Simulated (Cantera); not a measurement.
A Cantera script and what it prints.

```python
import numpy as np
import cantera as ct

gas_names = """
    C CN CO CO2 C2 CCN CNC C2N2 C2O C3 C3O2 C4 C4N2 C5 Fe FeC5O5 FeO N NCO NO NO2 NO3 N2 N2O O O2 O3
""".split()
cond_names = """
    C(gr) Fe(a) Fe(c) Fe(d) Fe(L) FeC5O5(L) FeO(s) FeO(L) Fe2O3(s) Fe3O4(s)
""".split()


# ... load() reads the species with a 1 bar reference pressure and builds the phases ...
atoms = {
    'Fe2O3': {'Fe': 2, 'O': 3},
    'C': {'C': 1},
    'N2': {'N': 2},
}
top_T = {'C(gr)': 4500, 'Fe2O3(s)': 1830, 'Fe3O4(s)': 1870}  # K; cautious upper limits of use, not melting points


# ... equilibrate(T, P, feed) seeds the gas with the atoms and calls Mixture.equilibrate('TP', solver="vcs", rtol=1e-11, max_steps=5000) ...
results = []
feed = {'Fe2O3': 1, 'C': 3, 'N2': 2.8}  # mol
T = 2275  # K
P = 133.322  # Pa
mix = equilibrate(T, P, feed)
results.append((T, P, feed, dict(zip(mix.species_names, mix.species_moles))))
print(gas.report(threshold=1e-05))
for i in range(1, mix.n_phases):
    print(f"{mix.phase(i).name:16s} {mix.phase_moles(i):12.5e} mol")
```

Result:

```
       temperature   2275 K
          pressure   133.32 Pa
           density   0.00024774 kg/m^3
  mean mol. weight   35.149 kg/kmol
   phase of matter   gas

                          1 kg             1 kmol
                     ---------------   ---------------
          enthalpy        3.5608e+06        1.2516e+08  J
   internal energy        3.0226e+06        1.0624e+08  J
           entropy            8994.3        3.1614e+05  J/K
    Gibbs function       -1.6901e+07       -5.9406e+08  J
 heat capacity c_p            947.48             33303  J/K
 heat capacity c_v            710.93             24988  J/K

                      mass frac. Y      mole frac. X     chem. pot. / RT
                     ---------------   ---------------   ---------------
                CO            0.3065           0.38461           -41.569
                Fe           0.40739           0.25641           -11.092
                N2           0.28611           0.35897           -35.028
     [  +24 minor]        1.5212e-06        1.8068e-06

C(gr)             0.00000e+00 mol
Fe(L)             0.00000e+00 mol
FeC5O5(L)         0.00000e+00 mol
FeO(L)            0.00000e+00 mol
```

Method: chemical equilibrium by Gibbs-energy minimisation in Cantera with the NASA 1993 tables (ideal gas, pure condensed phases).
